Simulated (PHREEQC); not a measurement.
A PHREEQC input (ion-association model, wateq4f.dat):

```
SOLUTION 1
  temp 71
  units mg/kgw
  pH 7.89
  pe 9.9
  Na 26.2
  K 0.0213
  Ca 116
  Mg 84.9
  Cl 123
  S(6) 3.56 as SO4
  Alkalinity 673 as HCO3
  Pb 0.386
END
USE solution 8
EQUILIBRIUM_PHASES 1
  Quartz 0 0.5
  CO2(g) -2 10
END
```

It stops with these messages:

```
ERROR: Solution 8 not found.
```

The fault: USE names a solution that was never defined. The line should read `USE solution 1` where the input has `USE solution 8`. With the mend the run ends at pH 8.05 and ionic strength 0.0175 mol/kgw.
